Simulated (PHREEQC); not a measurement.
0.71 g of hydrous ferric oxide (600 m²/g; 0.2 weak and 0.005 strong sites per Fe, Dzombak-Morel constants, diffuse double layer) in 1 kg of water with 0.01 mol/kgw of an inert sodium salt, at 25 °C; the pH is set by adding NaOH or the inert anion's acid. Oxygen alone is held at its pressure in air (log pO2 = -0.68). The system is closed to CO2. Precipitation was switched off in this run.

The numbers come from PHREEQC with the ion-association model, wateq4f.dat.

Problem. Predict surface charge σ (C/m²), surface potential ψ (mV) at pH = 6, 6.5, 7.5.

Solution. 
```
pH   surface charge σ (C/m²)  surface potential ψ (mV)
---  -----------------------  ------------------------
6                      0.050                       110
6.5                    0.030                        86
7.5                    0.008                        34
```
